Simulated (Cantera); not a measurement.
A closed system holds: 1 mol SiH₂Cl₂, 0.67 mol NH₃, 11 mol N₂, held at 0.188 Torr.

Cantera equilibrium calculation (NASA polynomials, part measured and part estimated; ideal gas, pure solids and liquids). Candidate condensed phases: NH₄Cl, Si, Si₃N₄; 28 gas species. Rates play no part.

Question: Which condensed phases are stable at each of these points (T (K)): 973, 1073, 1173, 1273, 1373, 1473, 1573, 1673?

Answer: 
```csv
T (K),condensed phases,Si condensed (%)
973,Si₃N₄(s),97.8
1073,Si₃N₄(s),98.2
1173,Si₃N₄(s),97.2
1273,Si₃N₄(s),90.1
1373,Si₃N₄(s),71.3
1473,Si₃N₄(s),48.3
1573,Si₃N₄(s),29.9
1673,Si(s),26.3
```

From 973 K to 1573 K the condensed part is Si₃N₄(s). At 1673 K the condensed part is Si(s).
